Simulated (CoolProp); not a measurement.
Vapour-liquid equilibrium of ethylbenzene (1) + o-xylene (2) at 284.9 K; x and y are mole fractions of (1).

Computed with CoolProp (multi-fluid Helmholtz-energy mixture model, Zhou 2012 and Zhou 2012; pair parameters Bell 2016).

```csv
x,bubble pressure (MPa),y at the bubble point,dew pressure at overall composition x (MPa),liquid density (mol/L)
0.05,0.0004030,0.072,0.0004000,8.348
0.2,0.0004326,0.274,0.0004211,8.326
0.35,0.0004628,0.449,0.0004452,8.305
0.5,0.0004921,0.599,0.0004725,8.285
0.65,0.0005195,0.730,0.0005025,8.267
0.8,0.0005446,0.849,0.0005343,8.251
0.95,0.0005671,0.962,0.0005648,8.237
```

No azeotrope shows between x = 0.05 and 0.95.

The pair parameters rest on a limited set of measurements; away from them the model extrapolates.
